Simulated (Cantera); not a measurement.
Feed: 1 mol PbCl2, 1.1 mol H2, 10 mol N2, at 1550 °C and 0.290 bar.

Cantera equilibrium calculation (NASA polynomials, part measured and part estimated; ideal gas, pure solids and liquids). Kinetics and transport are ignored.

```csv
species,before,after
N2,0.783,0.763
HCl,0.104,0.151
PbCl,0.0407,0.0455
H2,0.0340,0.00832
PbCl2,0.00569,0.0186
Pb,0.0319,0.0121
PbCl4,6.79e-7,1.91e-5
Cl,0.000347,0.00102
H,0.000148,7.34e-5
```
Gas species are given as mole fractions.

Problem. Which change was made?
A. 0.54 mol Cl2 added
B. H2 from 1.1 to 2.6 mol
C. H2 from 1.1 to 23 mol
D. pressure from 0.290 bar to 0.160 Pa

Solution. A, 0.54 mol Cl2 added. The tables' values for PbCl4 are old estimates; treat these amounts as uncertain
